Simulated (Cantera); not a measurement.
An isothermal, constant-pressure homogeneous reactor starts with CH₄ : H₂ : CO₂ = 0.01 : 1 : 0.0021 (molar parts), at 1923 K and 14000 Pa.

Model: GRI-Mech 3.0 (53 species, 325 reactions), integrated in Cantera. GRI-Mech 3.0 stops at C3 and has no aromatics, soot or wall deposition, so with more carbon than oxygen in the feed, carbon stays in small species such as C2H2 where larger ones or solid carbon would form.

x: mole fraction; the columns are a selection and need not sum to one.

```
t (s)        x CH₄   x H₂     x CO₂     x H₂O       x O     x CH₂
--------  --------  -----  --------  --------  --------  --------
2.00e-5    0.00988  0.988   0.00207   5.22e-8    <1e-12  8.01e-11
4.86e-5    0.00987  0.988   0.00207   3.26e-7    <1e-12  4.42e-10
0.000118   0.00986  0.988   0.00207   1.98e-6    <1e-12   2.54e-9
0.000287   0.00983  0.988   0.00206       ___  2.49e-12       ___
0.000697   0.00976  0.987   0.00201   6.80e-5  1.37e-11   8.18e-8
0.00169    0.00957  0.986   0.00172  0.000355  8.94e-11   3.86e-7
0.00412    0.00905  0.985  0.000839   0.00123  4.42e-10   9.91e-7
0.0100     0.00785  0.985   8.90e-5   0.00197  7.56e-10   1.08e-6
0.0243     0.00590  0.985   1.31e-6   0.00204  7.87e-10   8.41e-7
0.0590     0.00365  0.987   9.99e-7   0.00202  7.87e-10   5.42e-7
0.143      0.00189  0.988   9.93e-7   0.00196  7.74e-10   2.91e-7
0.349          ___  0.988   9.81e-7   0.00183  7.31e-10       ___
0.847     0.000510  0.988   9.37e-7   0.00157  6.31e-10   8.13e-8
2.06      0.000381  0.989   7.81e-7   0.00111  4.45e-10   6.09e-8
5.00      0.000295  0.989   4.23e-7  0.000499  2.01e-10   4.70e-8
```

Task: Complete the blanks.

Result: 
- 0.000287, x H₂O: 1.17e-5
- 0.000287, x CH₂: 1.47e-8
- 0.349, x CH₄: 0.000913
- 0.349, x CH₂: 1.44e-7
